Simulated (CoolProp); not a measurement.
Ethanol at 391.62 K and 4 MPa is throttled through a valve to 2.63 MPa with no heat exchange. Each further row changes one setting.

The numbers come from the reference Helmholtz-energy equation of state, Schroeder 2014 in CoolProp.

```csv
case,temperature change (K),final density (kg/m³)
as stated,?,?
outlet pressure 0.789 MPa,?,?
outlet pressure 3.42 MPa,?,?
```

Task: Fill in the missing entries.

Result: 
- as stated, temperature change (K): +0.2
- as stated, final density (kg/m³): 696
- outlet pressure 0.789 MPa, temperature change (K): +0.4
- outlet pressure 0.789 MPa, final density (kg/m³): 693
- outlet pressure 3.42 MPa, temperature change (K): +0.1
- outlet pressure 3.42 MPa, final density (kg/m³): 698
